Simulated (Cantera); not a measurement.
Feed: 1 mol Si₂Cl₆, 71 mol H₂, held at 1275 K and 0.133 bar.

Method: chemical equilibrium by Gibbs-energy minimisation in Cantera with the NASA 1993 tables (ideal gas, pure condensed phases). Candidate condensed phases: Si; 19 gas species. The feed counts by its element totals alone. The tables' values for SiCl₃ are old estimates; treat these amounts as uncertain. The numbers say what is thermodynamically allowed, not how fast it happens.

Base state: H₂ 0.940, HCl 0.0477, SiCl₂ 0.00628, SiCl₄ 0.00253, SiHCl₃ 0.00201, SiCl₃ 0.00156, SiH₂Cl₂ 0.000221 (mole fractions); condensed: Si(s).

What changes in the equilibrium state with this change: H₂ from 71 to 9.4 mol?


```json
[
 {"species": "H₂", "before": "0.940", "after": "0.770"},
 {"species": "HCl", "before": "0.0477", "after": "0.0967"},
 {"species": "SiCl₄", "before": "0.00253", "after": "0.0635"},
 {"species": "SiCl₃", "before": "0.00156", "after": "0.0175"},
 {"species": "SiHCl₃", "before": "0.00201", "after": "0.0204"},
 {"species": "SiCl₂", "before": "0.00628", "after": "0.0315"},
 {"species": "SiH₂Cl₂", "before": "0.000221", "after": "0.000909"},
 {"species": "SiH₃Cl", "before": "6.81e-6", "after": "1.13e-5"},
 {"species": "Si(s), mol", "before": "1.07", "after": "0.483"}
]
```

What changes in the equilibrium state with this change: H₂ from 71 to 330 mol?


```
species       before     after
----------  --------  --------
H₂             0.940     0.983
HCl           0.0477    0.0161
SiCl₂        0.00628  0.000683
SiCl₄        0.00253   2.99e-5
SiCl₃        0.00156   5.60e-5
SiHCl₃       0.00201   7.37e-5
SiH₂Cl₂     0.000221   2.52e-5
Si(s), mol      1.07      1.71
```

What changes in the equilibrium state with this change: H₂ from 71 to 21 mol?


| species | before | after |
|---|---|---|
| H₂ | 0.940 | 0.862 |
| HCl | 0.0477 | 0.0787 |
| SiCl₄ | 0.00253 | 0.0222 |
| SiCl₂ | 0.00628 | 0.0186 |
| SiCl₃ | 0.00156 | 0.00796 |
| SiHCl₃ | 0.00201 | 0.00981 |
| SiH₂Cl₂ | 0.000221 | 0.000602 |
| Si(s), mol | 1.07 | 0.630 |
